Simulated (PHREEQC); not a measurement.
**Reverse-osmosis permeate: an equilibrium model**

Model water analysis in mg/L, 25 °C, pH 6.58, pe 1.6:

```csv
constituent,mg/L
Na,1.28
K,0.468
Ca,0.451
Mg,0.246
Cl,2.27
S(6) as SO4,0.427
Alkalinity as HCO3,2.36
Mn(2),0.00128
Si as SiO2,0.0108
```

Valence states are taken as typed.

Model: ion-association model, phreeqc.dat, run in PHREEQC.

The ionic strength is 0.000137 mol/kgw and the charge-balance error is -0.5 %.

```tsv
species	molality	activity	log γ
Cl-	6.40e-5	6.32e-5	-0.006
Na+	5.57e-5	5.49e-5	-0.006
HCO3-	3.89e-5	3.84e-5	-0.006
CO2	2.27e-5	2.27e-5	0.000
K+	1.20e-5	1.18e-5	-0.006
Ca+2	1.12e-5	1.06e-5	-0.023
Mg+2	1.01e-5	9.58e-6	-0.023
SO4-2	4.43e-6	4.19e-6	-0.023
H+	2.67e-7	2.63e-7	-0.006
H4SiO4	1.80e-7	1.80e-7	0.000
OH-	3.90e-8	3.85e-8	-0.006
Mn+2	2.32e-8	2.20e-8	-0.023
MgSO4	9.41e-9	9.41e-9	0.000
```

No solid was allowed to form.
